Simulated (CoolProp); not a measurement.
Methane at 375.02 K and 2.96 MPa is throttled through a valve to 1.51 MPa with no heat exchange. Each further row changes one setting.

The numbers come from the reference Helmholtz-energy equation of state, Setzmann 1991 in CoolProp.

```
case                       temperature change (K)  final density (kg/m³)
-------------------------  ----------------------  ---------------------
as stated                                       ?                      ?
outlet pressure 0.453 MPa                       ?                      ?
outlet pressure 1.96 MPa                        ?                      ?
```

Question: Complete the blanks.

Answer: 
- as stated, temperature change (K): -3.7
- as stated, final density (kg/m³): 7.93
- outlet pressure 0.453 MPa, temperature change (K): -6.5
- outlet pressure 0.453 MPa, final density (kg/m³): 2.38
- outlet pressure 1.96 MPa, temperature change (K): -2.5
- outlet pressure 1.96 MPa, final density (kg/m³): 10.3
